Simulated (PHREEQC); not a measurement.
**Brine: an equilibrium model**

Make-up at 30 °C: 0.28 mol/kgw MgSO4, 0.13 mol/kgw Na2SO4 and 2 mol/kgw KBr. Closed to the air; pH follows from the charge balance.

Model: Pitzer model, pitzer.dat, run in PHREEQC.

```json
{
  "ionic_strength": "3.51 mol/kgw",
  "activity_of_water": "0.921",
  "density": "1.191 g/cm³",
  "osmotic_coefficient": "0.925"
}
```

```csv
species,molality,activity,log γ
Br-,2.00,1.26,-0.199
K+,2.00,1.13,-0.249
SO4-2,0.410,0.00979,-1.622
Mg+2,0.280,0.0873,-0.506
Na+,0.260,0.180,-0.160
MgOH+,1.26e-6,4.53e-7,-0.446
HSO4-,9.94e-7,4.55e-7,-0.340
```

No solid was allowed to form.
